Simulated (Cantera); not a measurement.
## Si + HBr (silicon etching in halogen gases)

A closed system holds: 1 mol Si, 10 mol HBr, equilibrated at 0.0133 bar.

Cantera equilibrium calculation (NASA polynomials, part measured and part estimated; ideal gas, pure solids and liquids). Candidate condensed phases: Br2, Si; 19 gas species. The tables' values for SiBr3 are old estimates; treat these amounts as uncertain. Equilibrium is a limit: real reactors are often held back by kinetics, nucleation or transport.

| T (K) | x HBr | x H2 | x SiBr4 | x SiBr2 | x SiBr3 |
|---|---|---|---|---|---|
| 875 | 0.667 | 0.222 | 0.111 | 9.79e-8 | 3.83e-6 |
| 925 | 0.667 | 0.222 | 0.111 | 7.85e-7 | 1.38e-5 |
| 975 | 0.667 | 0.222 | 0.111 | 5.05e-6 | 4.33e-5 |
| 1025 | 0.667 | 0.222 | 0.111 | 2.70e-5 | 0.000121 |
| 1075 | 0.667 | 0.222 | 0.110 | 0.000122 | 0.000307 |
| 1125 | 0.668 | 0.221 | 0.109 | 0.000480 | 0.000708 |
| 1175 | 0.669 | 0.219 | 0.107 | 0.00163 | 0.00150 |
| 1225 | 0.674 | 0.215 | 0.102 | 0.00476 | 0.00285 |
| 1275 | 0.682 | 0.205 | 0.0924 | 0.0116 | 0.00478 |
| 1325 | 0.696 | 0.191 | 0.0773 | 0.0230 | 0.00692 |
x: gas mole fraction; nothing condenses.

From 875 K to 1325 K nothing is condensed. The main Si-bearing gas is SiBr4 throughout.
